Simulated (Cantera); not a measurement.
Input: 1 mol MgO, 0.06 mol H2S, 1.4 mol H2O, 0.37 mol SO3, held at 1 atm.

These are equilibrium values from Cantera (NASA tables, ideal gas, pure condensed phases), not measurements of a reactor. Candidate condensed phases: H2O, H2SO4, Mg, MgO, Mg(OH)2, MgS, MgSO4, S; 26 gas species. The numbers say what is thermodynamically allowed, not how fast it happens. All values below are at 1573 K.

Base state: H2O 0.736, SO2 0.216, O2 0.0472, SO3 0.00124, OH 0.000267, H2 1.62e-5 (mole fractions); condensed: MgO(s).

What changes in the equilibrium state with this change: SO3 from 0.37 to 0.69 mol?


```csv
species,before,after
H2O,0.736,0.593
SO2,0.216,0.302
O2,0.0472,0.102
SO3,0.00124,0.00255
H2,1.62e-5,8.84e-6
OH,0.000267,0.000291
"MgO(s), mol",1.000,1.000
```
